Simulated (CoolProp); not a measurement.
Aqueous potassium formate as a coolant, at 17 °C, 1 atm.

The numbers come from the Melinder's fits for secondary coolants in CoolProp.

| mass % | freezing point (°C) | cp (kJ/(kg K)) | Prandtl number | viscosity (mPa s) | conductivity (W/(m K)) |
|---|---|---|---|---|---|
| 4.1 | -1.8 | 4.028 | 8.07 | [?] | [?] |
| 9.9 | -4.9 | 3.812 | [?] | 1.26 | 0.574 |
| 15.7 | -8.5 | 3.603 | 8.68 | 1.36 | 0.563 |
| 21.5 | [?] | 3.404 | 9.21 | [?] | 0.553 |
| 27.3 | -18.2 | 3.218 | 9.92 | 1.67 | 0.543 |
| 33 | [?] | 3.052 | 10.7 | 1.86 | 0.531 |
| 38.8 | [?] | 2.902 | 11.7 | 2.07 | 0.517 |

Question: Fill in the missing entries.

Answer: 
- 4.1, viscosity (mPa s): 1.17
- 4.1, conductivity (W/(m K)): 0.585
- 9.9, Prandtl number: 8.36
- 21.5, freezing point (°C): -12.8
- 21.5, viscosity (mPa s): 1.50
- 33, freezing point (°C): -24.8
- 38.8, freezing point (°C): -33.1
